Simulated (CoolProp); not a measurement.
A closed Brayton cycle with nitrogen: compressor inlet 322.15 K and 7.7 MPa, high pressure 19.2 MPa, turbine inlet 745 K, compressor efficiency 0.89, turbine efficiency 0.9, recuperator effectiveness 0.95 (on enthalpy, no pinch check). Each further row changes one setting.

Values from CoolProp's reference Helmholtz-energy equation of state, Span 2000.

```tsv
case	thermal efficiency (%)	net work (kJ/kg)	compressor to turbine work	compressor exit (K)	turbine exit (K)
as stated	28.5	52.2	0.69	432.0	596.7
turbine inlet 695 K	24.0	40.8	0.74	432.0	555.2
compressor inlet 332.15 K	26.5	48.3	0.72	445.2	596.7
high pressure 16.3 MPa	30.5	48.3	0.66	410.1	621.0
recuperator effectiveness 0.5	19.7	52.2	0.69	432.0	596.7
```
